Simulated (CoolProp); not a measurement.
A simple Rankine cycle with the fluoroketone C6F12O (FK-5-1-12): condensing at 303.15 K, boiler at 0.312 MPa, turbine inlet 374.1 K, turbine efficiency 0.85, pump efficiency 0.6, no recuperator. Each further row changes one setting.

Values from CoolProp's reference Helmholtz-energy equation of state, McLinden 2015.

```json
[
 {"case": "as stated", "thermal efficiency (%)": "9.0", "net work (kJ/kg)": "13.8", "heat in (kJ/kg)": "153", "turbine exit temperature (K)": "354.9", "volume ratio over the turbine": "6.62"},
 {"case": "turbine inlet 394.1 K", "thermal efficiency (%)": "8.5", "net work (kJ/kg)": "14.7", "heat in (kJ/kg)": "173", "turbine exit temperature (K)": "374.9", "volume ratio over the turbine": "6.50"},
 {"case": "condensing temperature 295.15 K", "thermal efficiency (%)": "10.1", "net work (kJ/kg)": "16.3", "heat in (kJ/kg)": "162", "turbine exit temperature (K)": "351.8", "volume ratio over the turbine": "9.22"},
 {"case": "boiler pressure 0.218 MPa", "thermal efficiency (%)": "7.3", "net work (kJ/kg)": "11.4", "heat in (kJ/kg)": "155", "turbine exit temperature (K)": "359.1", "volume ratio over the turbine": "4.49"},
 {"case": "turbine efficiency 0.75", "thermal efficiency (%)": "7.9", "net work (kJ/kg)": "12.1", "heat in (kJ/kg)": "153", "turbine exit temperature (K)": "356.7", "volume ratio over the turbine": "6.66"}
]
```
